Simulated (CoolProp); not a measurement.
Vapour-liquid equilibrium of CF4 (R14) (1) + CHF3 (R23) (2) at 196.5 K; x and y are mole fractions of (1).

The numbers come from the multi-fluid Helmholtz-energy mixture model, Platzer 1990 and Penoncello 2003; pair parameters Bell 2016 in CoolProp. This equation is an older, rougher fit; its heat capacities, sound speeds and derivatives of the liquid may be far off and weren't checked against measurements.

```tsv
x	bubble pressure, mixture model (bar)	bubble pressure, Raoult's law (bar)	y, mixture model	y, Raoult's law
0.05	3.142	1.984	0.565	0.345
0.125	5.319	2.906	0.747	0.588
0.2	6.967	3.828	0.810	0.714
0.275	8.180	4.751	0.841	0.791
0.35	[?]	5.673	0.860	0.843
0.425	9.707	6.596	0.873	0.881
0.5	[?]	7.518	0.883	0.909
0.575	10.65	8.441	0.892	0.931
0.65	11.07	9.363	[?]	0.949
0.725	11.52	10.29	0.913	0.963
0.8	12.02	11.21	0.928	0.976
0.875	12.59	12.13	0.948	0.986
0.95	13.22	13.05	0.976	0.995
```

Complete the blanks.


- 0.35, bubble pressure, mixture model (bar): 9.059
- 0.5, bubble pressure, mixture model (bar): 10.21
- 0.65, y, mixture model: 0.901

The largest gap from Raoult's law is +83.0 % in bubble pressure, at x = 0.125. No azeotrope shows between x = 0.05 and 0.95.

Pair parameters are fitted to limited data, so mixtures are less certain than the pure fluids. With so large a gap from Raoult's law the liquid may split in two, which this calculation doesn't test in full.
